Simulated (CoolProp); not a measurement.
Isopentane along the isotherm 226.85 °C: density (kg/m³) from the reference equation and from simpler models built on Tc = 187.2 °C, pc = 3.378 MPa, ω = 0.227; each cubic takes its own stable root.

Computed with CoolProp (reference Helmholtz-energy equation of state, Lemmon 2006). It is a short technical equation, of lower accuracy than the large ones.

```
p (MPa)          phase  reference
-------  -------------  ---------
1.69               gas      34.19
3.38     supercritical      85.98
5.07     supercritical      193.3
6.76     supercritical      312.1
8.45     supercritical      356.4
10.1     supercritical      381.4
11.8     supercritical      399.8
13.5     supercritical      414.1
15.2     supercritical      426.0
16.9     supercritical      436.1
```

Question: How far does each simpler model (ideal gas, Redlich-Kwong, Peng-Robinson) lie from the reference over these 10 states: mean and median of the absolute difference, and the worst?

Answer: 
- ideal gas: mean 43.9 %, median 46.1 %, worst -62.4 % at 226.85 °C and 6.76 MPa
- Redlich-Kwong: mean 5.7 %, median 6.4 %, worst -9.3 % at 226.85 °C and 6.76 MPa
- Peng-Robinson: mean 2.8 %, median 2.4 %, worst -8.1 % at 226.85 °C and 6.76 MPa
